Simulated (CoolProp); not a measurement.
A simple Rankine cycle with R113: condensing at 331.15 K, boiler at 0.431 MPa, turbine inlet 374.6 K, turbine efficiency 0.8, pump efficiency 0.8, no recuperator. Each further row changes one setting.

Computed with CoolProp (reference Helmholtz-energy equation of state, Marx 1992).

| case | thermal efficiency (%) | net work (kJ/kg) | heat in (kJ/kg) | turbine exit temperature (K) | volume ratio over the turbine |
|---|---|---|---|---|---|
| as stated | (withheld) | (withheld) | 168 | 350.3 | 3.08 |
| turbine inlet 394.6 K | 7.6 | 13.9 | 183 | 370.5 | 3.05 |
| condensing temperature 323.15 K | (withheld) | 15.9 | 175 | 345.4 | 3.95 |
| boiler pressure 0.302 MPa | 5.4 | 9.15 | 170 | (withheld) | 2.13 |
| turbine efficiency 0.7 | 6.7 | 11.3 | 168 | (withheld) | (withheld) |

Problem. Fill in the missing entries.

Solution. 
- as stated, thermal efficiency (%): 7.7
- as stated, net work (kJ/kg): 12.9
- condensing temperature 323.15 K, thermal efficiency (%): 9.1
- boiler pressure 0.302 MPa, turbine exit temperature (K): 358.7
- turbine efficiency 0.7, turbine exit temperature (K): 352.6
- turbine efficiency 0.7, volume ratio over the turbine: 3.10
